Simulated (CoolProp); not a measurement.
cis-2-butene at several states: density (kg/m³) from the reference equation and from simpler models built on Tc = 435.8 K, pc = 4236 kPa, ω = 0.202; each cubic takes its own stable root.

Computed with CoolProp (reference Helmholtz-energy equation of state, Lemmon 2005). It is a short technical equation, of lower accuracy than the large ones.

```
T (K)  p (kPa)   phase  reference  van der Waals  Redlich-Kwong  Soave-Redlich-Kwong
-----  -------  ------  ---------  -------------  -------------  -------------------
469.7     45.8     gas     0.6599         0.6598         0.6600               0.6599
297.9     1330  liquid      617.4          381.8          555.1                570.8
167.3     11.9  liquid      755.7         0.4835          680.0                683.8
185.2      623  liquid      737.5          447.9          666.7                672.2
```

At some of these states van der Waals gives the other phase, because its saturation line lies elsewhere.
